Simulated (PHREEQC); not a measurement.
# Acid mine or pickling water

Synthetic water in mg/L, 25 °C, pH 1.92, pe 12.2: Na 80.4; K 6.32; Ca 17.4; Mg 49.4; Cl 9.91; S(6) as SO4 1550; Mn(2) 0.851; Al 0.841.

Valence states are taken as typed.

Equilibrium calculation in PHREEQC: ion-association model, phreeqc.dat.

```
Item                           Value
--------------------  --------------
ionic strength        0.0330 mol/kgw
specific conductance      6020 µS/cm
total alkalinity        -20.2 meq/kg
charge-balance error          -8.3 %
```

```
species  molality  activity   log γ
-------  --------  --------  ------
H+         0.0138    0.0120  -0.060
SO4-2     0.00885   0.00457  -0.287
HSO4-     0.00633   0.00534  -0.073
Na+       0.00343   0.00290  -0.072
Mg+2      0.00130  0.000693  -0.272
MgSO4    0.000737  0.000743   0.003
Ca+2     0.000297  0.000156  -0.280
Cl-      0.000280  0.000235  -0.076
K+       0.000157  0.000132  -0.076
CaSO4    0.000126  0.000127   0.003
```

No solid was allowed to form. Species that the database lacks are ignored.
